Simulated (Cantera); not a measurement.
Feed: 1 mol SiCl4, 0.67 mol O3, 4.1 mol N2, at 133 Pa.

Cantera equilibrium calculation (NASA polynomials, part measured and part estimated; ideal gas, pure solids and liquids). Candidate condensed phases: Si, SiO2, Si2N2O, Si3N4; 23 gas species. The tables hold silica as quartz up to 1696 K and as liquid above; real silica turns to tridymite and cristobalite and melts near 1996 K. Kinetics and transport are ignored.

Problem. Which condensed phases are stable at each of these points (T (K)): 675, 775, 875, 975, 1075, 1175, 1275, 1375, 1475, 1575, 1675, 1775, 1875, 1975?

Solution. 
```json
[
 {"T (K)": "675", "condensed phases": "SiO2(α-quartz)", "Si condensed (%)": "100.0"},
 {"T (K)": "775", "condensed phases": "SiO2(α-quartz)", "Si condensed (%)": "100.0"},
 {"T (K)": "875", "condensed phases": "SiO2(β-quartz)", "Si condensed (%)": "100.0"},
 {"T (K)": "975", "condensed phases": "SiO2(β-quartz)", "Si condensed (%)": "100.0"},
 {"T (K)": "1075", "condensed phases": "SiO2(β-quartz)", "Si condensed (%)": "100.0"},
 {"T (K)": "1175", "condensed phases": "SiO2(β-quartz)", "Si condensed (%)": "100.0"},
 {"T (K)": "1275", "condensed phases": "SiO2(β-quartz)", "Si condensed (%)": "100.0"},
 {"T (K)": "1375", "condensed phases": "SiO2(β-quartz)", "Si condensed (%)": "100.0"},
 {"T (K)": "1475", "condensed phases": "SiO2(β-quartz)", "Si condensed (%)": "100.0"},
 {"T (K)": "1575", "condensed phases": "SiO2(β-quartz)", "Si condensed (%)": "100.0"},
 {"T (K)": "1675", "condensed phases": "SiO2(β-quartz)", "Si condensed (%)": "100.0"},
 {"T (K)": "1775", "condensed phases": "SiO2(condensed)", "Si condensed (%)": "100.0"},
 {"T (K)": "1875", "condensed phases": "SiO2(condensed)", "Si condensed (%)": "99.4"},
 {"T (K)": "1975", "condensed phases": "SiO2(condensed)", "Si condensed (%)": "95.9"}
]
```

From 675 K to 775 K the condensed part is SiO2(α-quartz). From 875 K to 1675 K the condensed part is SiO2(β-quartz). From 1775 K to 1975 K the condensed part is SiO2(condensed).
